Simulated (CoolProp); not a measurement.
Methanol at 298.15 K and 2.88 MPa flows at 0.72 m/s in a round tube of 20 mm bore and 45 µm roughness, fully developed (64/Re and Nu = 3.66 if laminar; Colebrook and Gnielinski if turbulent). Each further row changes one setting.

Computed with CoolProp (reference Helmholtz-energy equation of state, de Reuck 1993).

```
case               Reynolds number  Darcy friction factor  pressure drop (Pa/m)  heat-transfer coefficient (W/(m² K))  mass flow (kg/h)
-----------------  ---------------  ---------------------  --------------------  ------------------------------------  ----------------
as stated                    20500                 0.0301                   [?]                                  1680               643
velocity 1.44 m/s            41100                 0.0276                  1130                                  3260               [?]
diameter 40 mm               41100                 0.0250                   [?]                                  1530              2570
```

### Question
Fill in the missing entries.

### Answer

- as stated, pressure drop (Pa/m): 308
- velocity 1.44 m/s, mass flow (kg/h): 1290
- diameter 40 mm, pressure drop (Pa/m): 128

Viscosity comes from a separate model (Xiang 2006). Thermal conductivity comes from a separate model (Sykioti 2013).
